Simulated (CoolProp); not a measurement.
Properties of methanol along the isobar 3.3 MPa (Tc = 240.2 °C, pc = 8.216 MPa, ω = 0.565).

Computed with CoolProp (reference Helmholtz-energy equation of state, de Reuck 1993).

```
T (°C)   phase  cv (kJ/(kg K))  speed of sound (m/s)  Joule-Thomson coefficient (K/MPa)  isothermal compressibility (1/MPa)  expansivity (1/kK)  conductivity (mW/(m K))
------  ------  --------------  --------------------  ---------------------------------  ----------------------------------  ------------------  -----------------------
175.75  liquid           3.072                 587.3                             0.1982                            0.006746               3.387                      172
192.85     gas           3.854                 294.9                              16.26                              0.5242               11.80                     44.8
209.95     gas           2.739                 322.9                              15.43                              0.4295               6.648                     44.8
227.15     gas           2.377                 339.8                              13.44                              0.3892               4.768                     46.1
244.25     gas           2.232                 352.3                              11.45                              0.3674               3.812                     47.9
261.35     gas           2.165                 362.7                              9.683                              0.3537               3.222                     49.8
278.45     gas           2.131                 371.8                              8.172                              0.3444               2.817                     51.9
295.55     gas           2.116                 379.9                              6.882                              0.3379               2.520                     54.2
312.65     gas           2.112                 387.4                              5.778                              0.3330               2.292                     56.5
329.75     gas           2.115                 394.3                              4.832                              0.3294               2.111                     58.8
346.85     gas           2.123                 400.7                              4.018                              0.3266               1.964                     61.3
```

Thermal conductivity comes from a separate model (Sykioti 2013).
